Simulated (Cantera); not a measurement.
Equilibrium for chlorosilane synthesis and conversion: SiCl₄ + H₂

A closed system holds: 1 mol SiCl₄, 3.5 mol H₂, held at 28000 Pa.

Cantera equilibrium calculation (NASA polynomials, part measured and part estimated; ideal gas, pure solids and liquids). Candidate condensed phases: Si; 19 gas species. The tables' values for SiCl₃ are old estimates; treat these amounts as uncertain. Kinetics and transport are ignored.

From 825 K to 1125 K nothing is condensed. The main Si-bearing gas is SiCl₄ throughout.

```
T (K)   x H₂  x SiCl₄   x HCl  x SiHCl₃   x SiCl₃
-----  -----  -------  ------  --------  --------
825    0.764    0.208  0.0141    0.0139   3.40e-5
875    0.759    0.204  0.0186    0.0182  0.000109
925    0.754    0.199  0.0238    0.0229  0.000305
975    0.748    0.193  0.0296    0.0279  0.000761
1025   0.742    0.187  0.0364    0.0327   0.00171
1075   0.734    0.179  0.0443    0.0369   0.00347
1125   0.725    0.171  0.0542    0.0397   0.00638
```
x: gas mole fraction; nothing condenses.
